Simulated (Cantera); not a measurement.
Mixture: CH4 : H2 : O2 : N2 = 1 : 0.34 : 1.97 : 7.42 (molar parts), equivalence ratio 1.1, at 22500 Torr, adiabatic and at constant volume. Ignition delay is the time to a rise of 400 K.

Detailed kinetics in Cantera: GRI-Mech 3.0 (53 species, 325 reactions). The pressure lies above the range GRI-Mech 3.0 was tuned for (to about 10 atm). Below about 1000 K GRI-Mech 3.0 lacks low-temperature oxidation paths. Below about 950 K walls govern HO2 and H2O2 in real vessels.

### Question
Predict: delay at 900 K; delay at 1050 K; delay at 1200 K; delay at 1350 K; apparent activation energy between 1275 and 1425 K.

### Answer
```
Property                                                 Value
--------------------------------------------------  ----------
delay at 900 K                                         81.4 ms
delay at 1050 K                                        2.49 ms
delay at 1200 K                                       0.226 ms
delay at 1350 K                                        52.1 µs
apparent activation energy between 1275 and 1425 K  120 kJ/mol
```
